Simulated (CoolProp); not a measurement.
Vapour-liquid equilibrium of R143a (1) + propane (2) at 44.5 kPa; x and y are mole fractions of (1).

Model: multi-fluid Helmholtz-energy mixture model, Lemmon and Jacobsen 2000 and Lemmon 2009; pair parameters Bell 2016, in CoolProp.

```
x     bubble temperature, mixture model (°C)  bubble temperature, Raoult's law (°C)  y, mixture model  y, Raoult's law
----  --------------------------------------  -------------------------------------  ----------------  ---------------
0.05                                   -63.7                                  -59.4             0.247            0.061
0.15                              (withheld)                                  -59.9             0.433            0.180
0.25                                   -68.8                                  -60.3             0.494            0.293
0.35                                   -69.2                                  -60.7             0.519            0.401
0.45                                   -69.3                                  -61.2        (withheld)            0.504
0.55                                   -69.3                                  -61.6             0.543            0.603
0.65                                   -69.3                                  -61.9        (withheld)            0.697
0.75                              (withheld)                                  -62.3             0.599            0.788
0.85                                   -67.9                                  -62.7             0.675            0.875
0.95                                   -65.5                                  -63.0             0.841            0.959
```

**Question.** Complete the blanks.

**Answer.** 
- 0.15, bubble temperature, mixture model (°C): -67.6
- 0.45, y, mixture model: 0.531
- 0.65, y, mixture model: 0.562
- 0.75, bubble temperature, mixture model (°C): -68.9

The largest gap from Raoult's law is -8.5 K in bubble temperature, at x = 0.25. y crosses x between x = 0.45 and 0.55: the model has an azeotrope there.

Pair parameters are fitted to limited data, so mixtures are less certain than the pure fluids.
